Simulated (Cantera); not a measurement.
Charge: 1 mol Mg(OH)₂, 7.5 mol H₂O, held at 5.70 mbar.

Cantera equilibrium calculation (NASA polynomials, part measured and part estimated; ideal gas, pure solids and liquids). Candidate condensed phases: H₂O, Mg, MgO, Mg(OH)₂; 15 gas species. Kinetics and transport are ignored.

Task: At 1600 K, list the 5 most abundant gas species with their mole fractions, and the condensed phases.

Result: H₂O 0.996, H₂ 0.00257, O₂ 0.00115, OH 0.000553, H 3.65e-5. Condensed: MgO(s).
